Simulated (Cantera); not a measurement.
Input: 1 mol trisilylamine, 37 mol N₂, equilibrated at 1923.15 K and 0.190 bar.

These are equilibrium values from Cantera (NASA tables, ideal gas, pure condensed phases), not measurements of a reactor. Candidate condensed phases: Si, Si₃N₄; 18 gas species. The feed counts by its element totals alone. Rates play no part.

Base state: N₂ 0.887, H₂ 0.112, H 0.000724, Si 4.37e-5 (mole fractions); condensed: Si₃N₄(s).

What changes in the equilibrium state with this change: temperature from 1923.15 K to 2025 K?


```csv
species,before,after
N₂,0.887,0.892
H₂,0.112,0.106
H,0.000724,0.00144
Si,4.37e-5,0.000306
Si₂N,3.90e-6,3.97e-5
SiN,5.65e-6,3.10e-5
"Si₃N₄(s), mol",0.999,0
"Si(l), mol",0,2.98
```
The tables' values for SiN are old estimates; treat these amounts as uncertain. Gases not in the tables: Si₂H₆ and higher silanes.
